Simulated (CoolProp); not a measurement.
Acetone along the isobar 2.75 MPa: fugacity coefficient from the reference equation and from simpler models built on Tc = 508.1 K, pc = 4.692 MPa, ω = 0.307; each cubic takes its own stable root.

Computed with CoolProp (reference Helmholtz-energy equation of state, Lemmon 2006). It is a short technical equation, of lower accuracy than the large ones.

```json
[
 {"T (K)": "202", "phase": "liquid", "reference": "1.720e-5", "Redlich-Kwong": "9.724e-5", "Peng-Robinson": "1.792e-5"},
 {"T (K)": "213.6", "phase": "liquid", "reference": "5.497e-5", "Redlich-Kwong": "0.0002790", "Peng-Robinson": "5.640e-5"},
 {"T (K)": "225.2", "phase": "liquid", "reference": "0.0001530", "Redlich-Kwong": "0.0006977", "Peng-Robinson": "0.0001554"},
 {"T (K)": "236.8", "phase": "liquid", "reference": "0.0003791", "Redlich-Kwong": "0.001557", "Peng-Robinson": "0.0003826"},
 {"T (K)": "248.4", "phase": "liquid", "reference": "0.0008505", "Redlich-Kwong": "0.003156", "Peng-Robinson": "0.0008555"},
 {"T (K)": "260", "phase": "liquid", "reference": "0.001753", "Redlich-Kwong": "0.005902", "Peng-Robinson": "0.001761"},
 {"T (K)": "271.6", "phase": "liquid", "reference": "0.003355", "Redlich-Kwong": "0.01030", "Peng-Robinson": "0.003373"},
 {"T (K)": "283.2", "phase": "liquid", "reference": "0.006026", "Redlich-Kwong": "0.01695", "Peng-Robinson": "0.006071"},
 {"T (K)": "294.8", "phase": "liquid", "reference": "0.01024", "Redlich-Kwong": "0.02650", "Peng-Robinson": "0.01034"},
 {"T (K)": "306.4", "phase": "liquid", "reference": "0.01656", "Redlich-Kwong": "0.03962", "Peng-Robinson": "0.01679"},
 {"T (K)": "318", "phase": "liquid", "reference": "0.02564", "Redlich-Kwong": "0.05699", "Peng-Robinson": "0.02610"},
 {"T (K)": "329.6", "phase": "liquid", "reference": "0.03822", "Redlich-Kwong": "0.07923", "Peng-Robinson": "0.03907"},
 {"T (K)": "341.3", "phase": "liquid", "reference": "0.05523", "Redlich-Kwong": "0.1071", "Peng-Robinson": "0.05668"},
 {"T (K)": "352.9", "phase": "liquid", "reference": "0.07713", "Redlich-Kwong": "0.1406", "Peng-Robinson": "0.07948"}
]
```
